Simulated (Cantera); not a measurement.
A perfectly stirred reactor is fed with H₂ : O₂ = 0.04 : 1 (molar parts), equivalence ratio 0.020, at 0.0385 atm; it is held at 1198 K, and followed from long to short residence time.

Model: GRI-Mech 3.0 (53 species, 325 reactions), integrated in Cantera. Radical loss at walls, strong at low pressure, is not modelled. The temperature is held fixed by assumption; the heat of reaction is taken as removed at once.

Problem. What does this change do: H2 0.04 to 0.0078 parts?

Solution. 
```json
[
 {"quantity": "x(H₂) at τ = 12.0 s", "before": "1.79e-5", "after": "7.13e-6"},
 {"quantity": "x(O₂) at τ = 12.0 s", "before": "0.961", "after": "0.992"},
 {"quantity": "x(H₂O) at τ = 12.0 s", "before": "0.0391", "after": "0.00772"},
 {"quantity": "x(OH) at τ = 12.0 s", "before": "0.000210", "after": "8.10e-5"},
 {"quantity": "x(O) at τ = 12.0 s", "before": "0.000149", "after": "0.000110"},
 {"quantity": "x(H₂) at τ = 65.0 ms", "before": "0.000397", "after": "0.000139"},
 {"quantity": "x(O₂) at τ = 65.0 ms", "before": "0.956", "after": "0.990"},
 {"quantity": "x(H₂O) at τ = 65.0 ms", "before": "0.0379", "after": "0.00736"},
 {"quantity": "x(OH) at τ = 65.0 ms", "before": "0.00121", "after": "0.000448"},
 {"quantity": "x(O) at τ = 65.0 ms", "before": "0.00419", "after": "0.00237"}
]
```

Problem. What does this change do: temperature 1198 to 1025 K?

Solution. 
| quantity | before | after |
|---|---|---|
| x(H₂) at τ = 12.0 s | 1.79e-5 | 5.69e-5 |
| x(O₂) at τ = 12.0 s | 0.961 | 0.961 |
| x(H₂O) at τ = 12.0 s | 0.0391 | 0.0391 |
| x(OH) at τ = 12.0 s | 0.000210 | 7.92e-5 |
| x(O) at τ = 12.0 s | 0.000149 | 7.59e-5 |
| x(H₂) at τ = 65.0 ms | 0.000397 | 0.00113 |
| x(O₂) at τ = 65.0 ms | 0.956 | 0.959 |
| x(H₂O) at τ = 65.0 ms | 0.0379 | 0.0376 |
| x(OH) at τ = 65.0 ms | 0.00121 | 0.000568 |
| x(O) at τ = 65.0 ms | 0.00419 | 0.00181 |

Problem. What does this change do: temperature 1198 to 1125 K?

Solution. 
| quantity | before | after |
|---|---|---|
| x(H₂) at τ = 12.0 s | 1.79e-5 | 2.71e-5 |
| x(O₂) at τ = 12.0 s | 0.961 | 0.961 |
| x(H₂O) at τ = 12.0 s | 0.0391 | 0.0391 |
| x(OH) at τ = 12.0 s | 0.000210 | 0.000145 |
| x(O) at τ = 12.0 s | 0.000149 | 0.000115 |
| x(H₂) at τ = 65.0 ms | 0.000397 | 0.000577 |
| x(O₂) at τ = 65.0 ms | 0.956 | 0.957 |
| x(H₂O) at τ = 65.0 ms | 0.0379 | 0.0380 |
| x(OH) at τ = 65.0 ms | 0.00121 | 0.000889 |
| x(O) at τ = 65.0 ms | 0.00419 | 0.00311 |
